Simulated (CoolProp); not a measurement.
A simple Rankine cycle with R21: condensing at 330.15 K, boiler at 4.32 MPa, turbine inlet 472 K, turbine efficiency 0.75, pump efficiency 0.8, no recuperator. Each further row changes one setting.

Model: reference Helmholtz-energy equation of state, Platzer 1990, in CoolProp. This equation is an older, rougher fit; its heat capacities, sound speeds and derivatives of the liquid may be far off and weren't checked against measurements.

```
case                             thermal efficiency (%)  net work (kJ/kg)  heat in (kJ/kg)  turbine exit temperature (K)  volume ratio over the turbine
-------------------------------  ----------------------  ----------------  ---------------  ----------------------------  -----------------------------
as stated                                          14.6              39.5              270                           ___                           9.08
condensing temperature 322.15 K                    15.6               ___              278                           ___                            ___
boiler pressure 3.02 MPa                           13.3              38.1              287                           ___                           5.99
turbine efficiency 0.65                            12.5              33.7              270                         366.3                            ___
```

Q: Complete the blanks.

A: 
- as stated, turbine exit temperature (K): 358.2
- condensing temperature 322.15 K, net work (kJ/kg): 43.5
- condensing temperature 322.15 K, turbine exit temperature (K): 350.0
- condensing temperature 322.15 K, volume ratio over the turbine: 11.2
- boiler pressure 3.02 MPa, turbine exit temperature (K): 384.8
- turbine efficiency 0.65, volume ratio over the turbine: 9.35
